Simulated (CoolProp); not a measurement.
Vapour-liquid equilibrium of cyclohexane (1) + n-heptane (2) at 907 kPa; x and y are mole fractions of (1).

Values from CoolProp's multi-fluid Helmholtz-energy mixture model, Zhou 2014 and Span 2003; pair parameters Bell 2016.

| x | bubble temperature, mixture model (K) | bubble temperature, Raoult's law (K) | y, mixture model | y, Raoult's law |
|---|---|---|---|---|
| 0.05 | 467.6 | 467.6 | 0.063 | 0.068 |
| 0.125 | 466.0 | 466.0 | 0.154 | 0.165 |
| 0.2 | 464.4 | 464.4 | 0.243 | 0.258 |
| 0.275 | 462.9 | 462.9 | 0.328 | 0.346 |
| 0.35 | 461.3 | 461.4 | 0.410 | 0.429 |
| 0.425 | 459.8 | 459.9 | 0.489 | 0.508 |
| 0.5 | 458.4 | 458.5 | 0.564 | 0.583 |
| 0.575 | 456.9 | 457.0 | 0.637 | 0.655 |
| 0.65 | 455.5 | 455.7 | 0.706 | 0.723 |
| 0.725 | 454.2 | 454.3 | 0.773 | 0.788 |
| 0.8 | 452.8 | 453.0 | 0.838 | 0.850 |
| 0.875 | 451.6 | 451.6 | 0.900 | 0.908 |
| 0.95 | 450.3 | 450.4 | 0.961 | 0.964 |

The largest gap from Raoult's law is -0.2 K in bubble temperature, at x = 0.65. No azeotrope shows between x = 0.05 and 0.95.

The pair parameters rest on a limited set of measurements; away from them the model extrapolates.
